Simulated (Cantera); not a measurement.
Charge: 1 mol Si(CH3)4, 0.3 mol CH4, 1000 mol H2, equilibrated at 1748.15 K and 1.00 bar.

Equilibrium computed with Cantera from the NASA thermochemical tables; the gas is ideal and each condensed phase is pure. Candidate condensed phases: C, C6H6, C7H8, C8H18, Si, SiC; 87 gas species. Rates play no part.

Question: What is the equilibrium state?

Answer: 
| Quantity | Result |
|---|---|
| x(H2) | 0.999 |
| x(CH4) | 0.000917 |
| x(H) | 0.000229 |
| x(C2H2 (acetylene)) | 0.000113 |
| x(CH3) | 4.26e-6 |
| x(C2H4) | 3.82e-6 |
| n(C(graphite)) | 2.14 mol |
| n(SiC(s)) | 1.000 mol |
| gas amount | 1006 mol |
| log10 activity of Si(l) (absent) | -1.72 |
